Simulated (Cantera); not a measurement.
What does this Cantera script print?

```python
import numpy as np
import cantera as ct

gas = ct.Solution("gri30.yaml")
gas.TPX = 2523, 18000, {'CH4': 0.0096, 'H2': 1, 'N2': 0.00042, 'H2O': 0.026}
inlet = ct.Reservoir(gas, clone=True)

reactor = ct.IdealGasConstPressureReactor(gas, energy="off", clone=False)
exhaust = ct.Reservoir(gas, clone=True)
tau = [12, 2.8, 0.64, 0.15, 0.033, 0.0075, 0.0017][0]
for a, b in ((inlet, reactor), (reactor, exhaust)):
    ct.MassFlowController(a, b, mdot=lambda t: reactor.mass / tau)
net = ct.ReactorNet([reactor])
show = ['CH4', 'H2', 'C2H2', 'C2H4', 'C2H6', 'CH3', 'H']

rows = []
print(f"{'tau/s':>10s}{'T/K':>9s}" + "".join(f"{s:>11s}" for s in show))
for tau in [12, 2.8, 0.64, 0.15, 0.033, 0.0075, 0.0017]:
    net.initial_time = 0.0
    net.advance(30 * tau)
    before = gas.X
    net.advance(40 * tau)
    drift = np.max(np.abs(gas.X - before) / (gas.X + 1e-9))
    rows.append([gas.T, *gas[show].X, drift])
    print(f"{tau:10.3e}{gas.T:9.1f}" + "".join(f"{x:11.3e}" for x in gas[show].X))
```

Result:

```
     tau/s      T/K        CH4         H2       C2H2       C2H4       C2H6        CH3          H
 1.200e+01   2523.0  1.385e-07  9.128e-01  4.548e-10  1.710e-13  6.511e-16  1.693e-07  6.301e-02
 2.800e+00   2523.0  5.969e-07  9.129e-01  6.256e-09  2.928e-12  1.207e-14  7.277e-07  6.286e-02
 6.400e-01   2523.0  2.680e-06  9.135e-01  1.134e-07  5.690e-11  2.414e-13  3.232e-06  6.222e-02
 1.500e-01   2523.0  1.266e-05  9.160e-01  2.272e-06  1.178e-09  5.218e-12  1.462e-05  5.968e-02
 3.300e-02   2523.0  7.710e-05  9.240e-01  6.022e-05  3.384e-08  1.724e-10  7.627e-05  5.143e-02
 7.500e-03   2523.0  3.869e-04  9.340e-01  7.059e-04  5.259e-07  3.542e-09  2.958e-04  4.003e-02
 1.700e-03   2523.0  1.313e-03  9.409e-01  1.951e-03  3.142e-06  3.179e-08  7.528e-04  3.015e-02
```

Model: GRI-Mech 3.0 (53 species, 325 reactions), integrated in Cantera.
